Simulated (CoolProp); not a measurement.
Model: reference Helmholtz-energy equation of state, Bücker 2006, in CoolProp.

Problem. For n-butane, give the phase and the Z, viscosity (µPa s), conductivity (mW/(m K)) at 9.05 °C and 12 MPa; 124.45 °C and 12 MPa.

Solution. 
- 9.05 °C and 12 MPa: liquid; Z 0.490, viscosity 211, conductivity 119
- 124.45 °C and 12 MPa: liquid; Z 0.441, viscosity 83.4, conductivity 83.6

Viscosity comes from a separate model (Vogel 1999). Thermal conductivity comes from a separate model (Perkins 2002).
